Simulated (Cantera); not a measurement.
An isothermal, constant-pressure homogeneous reactor starts with NO : N2 = 1 : 1 (molar parts), at 1725 K and 0.0977 atm. Integrator tolerance rtol = 1e-08.

Model: GRI-Mech 3.0 (53 species, 325 reactions), integrated in Cantera.

What does this change do: NO 1 to 0.24 parts?


```json
[
 {"quantity": "x(NO) at 200 s", "before": "0.0874 (gas-phase equilibrium 0.00339)", "after": "0.0732 (gas-phase equilibrium 0.00231)"},
 {"quantity": "x(O2) at 200 s", "before": "0.206 (gas-phase equilibrium 0.248)", "after": "0.0601 (gas-phase equilibrium 0.0956)"},
 {"quantity": "x(N2) at 200 s", "before": "0.706 (gas-phase equilibrium 0.748)", "after": "0.867 (gas-phase equilibrium 0.902)"},
 {"quantity": "x(O) at 200 s", "before": "8.47e-5 (gas-phase equilibrium 9.25e-5)", "after": "4.60e-5 (gas-phase equilibrium 5.74e-5)"},
 {"quantity": "x(NO2) at 200 s", "before": "8.03e-5 (gas-phase equilibrium 3.42e-6)", "after": "3.63e-5 (gas-phase equilibrium 1.45e-6)"},
 {"quantity": "x(N2O) at 200 s", "before": "2.56e-6 (gas-phase equilibrium 6.05e-8)", "after": "1.93e-6 (gas-phase equilibrium 4.52e-8)"}
]
```
